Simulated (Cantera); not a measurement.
An adiabatic, constant-volume homogeneous reactor starts with CH₄ : C₂H₆ : O₂ : N₂ = 1 : 0.12 : 7.12 : 26.8 (molar parts), at 1648 K and 7280 Torr.

Detailed kinetics in Cantera: GRI-Mech 3.0 (53 species, 325 reactions).

Predict: time of steepest temperature rise; temperature at 2.00 s; equilibrium temperature; x(O₂) at 2.00 s; x(H₂O₂) at 2.00 s.


| Item | Value |
|---|---|
| time of steepest temperature rise | 14.4 µs |
| temperature at 2.00 s | 2483 K |
| equilibrium temperature | 2483 K |
| x(O₂) at 2.00 s | 0.124 (gas-phase equilibrium 0.124) |
| x(H₂O₂) at 2.00 s | 5.89e-7 (gas-phase equilibrium 5.89e-7) |
